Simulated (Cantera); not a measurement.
Adiabatic ignition

An adiabatic, constant-volume homogeneous reactor starts with CO : H2 : O2 : N2 = 1 : 0.038 : 0.775 : 2.91 (molar parts), at 1748 K and 0.987 atm.

Model: GRI-Mech 3.0 (53 species, 325 reactions), integrated in Cantera.

| t (s) | T (K) | P (bar) | x CO | x H2 | x O2 | x N2O | x CO2 |
|---|---|---|---|---|---|---|---|
| 8.00e-6 | 1748 | 1.00 | 0.212 | 0.00803 | 0.164 | 1.08e-10 | 2.20e-5 |
| 2.08e-5 | 1751 | 1.00 | 0.209 | 0.00550 | 0.160 | 1.46e-8 | 0.00281 |
| 5.38e-5 | 1887 | 1.07 | 0.160 | 0.000401 | 0.116 | 6.23e-7 | 0.0533 |
| 0.000140 | 2246 | 1.25 | 0.117 | 0.000458 | 0.0916 | 7.76e-7 | 0.100 |
| 0.000362 | 2663 | 1.45 | 0.0955 | 0.000414 | 0.0906 | 9.89e-7 | 0.127 |
| 0.000940 | 2852 | 1.53 | 0.0804 | 0.000352 | 0.0828 | 1.23e-6 | 0.145 |
| 0.00244 | 2849 | 1.53 | 0.0793 | 0.000354 | 0.0787 | 1.35e-6 | 0.147 |
| 0.00632 | 2848 | 1.53 | 0.0792 | 0.000354 | 0.0782 | 1.37e-6 | 0.147 |
| 0.0164 | 2848 | 1.53 | 0.0792 | 0.000354 | 0.0782 | 1.37e-6 | 0.147 |
| 0.0426 | 2848 | 1.53 | 0.0792 | 0.000354 | 0.0782 | 1.37e-6 | 0.147 |
| 0.110 | 2848 | 1.53 | 0.0792 | 0.000354 | 0.0782 | 1.37e-6 | 0.147 |
| 0.286 | 2848 | 1.53 | 0.0792 | 0.000354 | 0.0782 | 1.37e-6 | 0.147 |
| 0.743 | 2848 | 1.53 | 0.0792 | 0.000354 | 0.0782 | 1.37e-6 | 0.147 |
| 1.93 | 2848 | 1.53 | 0.0792 | 0.000354 | 0.0782 | 1.37e-6 | 0.147 |
| 5.00 | 2848 | 1.53 | 0.0792 | 0.000354 | 0.0782 | 1.37e-6 | 0.147 |
x: mole fraction; the columns are a selection and need not sum to one.

- time of steepest temperature rise = 58.8 µs
- temperature at 5.00 s = 2848 K
- equilibrium temperature = 2848 K
- x(CO) at 5.00 s = 0.0792 (gas-phase equilibrium 0.0792)
- x(H2) at 5.00 s = 0.000354 (gas-phase equilibrium 0.000354)
- x(O2) at 5.00 s = 0.0782 (gas-phase equilibrium 0.0782)
